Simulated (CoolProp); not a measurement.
Vapour-liquid equilibrium of ethane (1) + propane (2) at 1040 kPa; x and y are mole fractions of (1).

Computed with CoolProp (multi-fluid Helmholtz-energy mixture model, Bücker 2006 and Lemmon 2009; pair parameters Kunz 2012).

```csv
x,bubble temperature (°C),y at the bubble point,dew temperature at overall composition x (°C),liquid density (mol/L)
0.05,[?],0.138,26.8,11.29
0.15,14.7,0.361,23.1,11.77
0.25,[?],0.528,19.3,12.22
0.35,-0.1,0.655,15.1,12.67
0.45,-6.2,0.751,10.6,13.10
0.55,-11.8,0.826,5.7,13.52
0.65,-16.8,0.883,0.2,13.94
0.75,-21.3,0.928,-6.1,14.35
0.85,-25.4,[?],-13.8,14.76
0.95,-29.1,0.989,-23.8,15.15
```

### Question
Some entries are withheld; supply them.

### Answer

- 0.05, bubble temperature (°C): 23.6
- 0.25, bubble temperature (°C): 6.9
- 0.85, y at the bubble point: 0.962

No azeotrope shows between x = 0.05 and 0.95.

Pair parameters are fitted to limited data, so mixtures are less certain than the pure fluids.
